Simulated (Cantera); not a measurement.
Cantera with NASA thermochemical tables; ideal gases at 1 bar, condensed phases pure. Values are per mole of reaction as written; species without (g) are pure solids or liquids, kept so even where they would boil at 1 bar.

Question: Between 423 and 513 K, where is each reaction favourable under standard conditions?
- 2 Ti4O7 + 4 Cl(g) ⇌ TiCl4 + 7 TiO2

Answer: 
- 2 Ti4O7 + 4 Cl(g) ⇌ TiCl4 + 7 TiO2: ΔG° is -902 kJ at 423 K and -862 kJ at 513 K; it stays negative (K > 1). ΔH° is -1090 kJ and ΔS° -444 J/K at 513 K.
